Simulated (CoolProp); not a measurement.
Propylene at 336.22 K and 1.75 MPa is throttled through a valve to 0.605 MPa with no heat exchange. Each further row changes one setting.

Model: reference Helmholtz-energy equation of state, Lemmon 2013, in CoolProp.

```
case                       temperature change (K)  final density (kg/m³)
-------------------------  ----------------------  ---------------------
as stated                              (withheld)             (withheld)
outlet pressure 0.181 MPa              (withheld)             (withheld)
outlet pressure 0.786 MPa              (withheld)             (withheld)
```

### Question
Some entries are withheld; supply them.

### Answer

- as stated, temperature change (K): -17.2
- as stated, final density (kg/m³): 10.4
- outlet pressure 0.181 MPa, temperature change (K): -23.6
- outlet pressure 0.181 MPa, final density (kg/m³): 3.00
- outlet pressure 0.786 MPa, temperature change (K): -14.5
- outlet pressure 0.786 MPa, final density (kg/m³): 13.7
